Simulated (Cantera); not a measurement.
An adiabatic, constant-pressure homogeneous reactor starts with 3.99 % C2H4, 19.6 % O2, 73.8 % N2, 2.63 % CO2, at 1625 K and 13.8 atm.

Cantera simulation using GRI-Mech 3.0 (53 species, 325 reactions); the numbers are that mechanism's predictions, not measurements. GRI-Mech 3.0 was tuned for natural gas; its chemistry of ethylene as a main component is partial and can be far from experiment. The pressure lies above the range GRI-Mech 3.0 was tuned for (to about 10 atm).

Task: Predict: time of steepest temperature rise; temperature at 2.00 s; equilibrium temperature; x(O2) at 2.00 s; x(N2O) at 2.00 s; x(OH) at 2.00 s; x(NO2) at 2.00 s.

Result: 
```
Item                                                                 Value
---------------------------------  ---------------------------------------
time of steepest temperature rise                                  2.81 µs
temperature at 2.00 s                                               2745 K
equilibrium temperature                                             2745 K
x(O2) at 2.00 s                      0.0689 (gas-phase equilibrium 0.0689)
x(N2O) at 2.00 s                   3.74e-6 (gas-phase equilibrium 3.74e-6)
x(OH) at 2.00 s                    0.00969 (gas-phase equilibrium 0.00969)
x(NO2) at 2.00 s                   2.82e-5 (gas-phase equilibrium 2.82e-5)
```
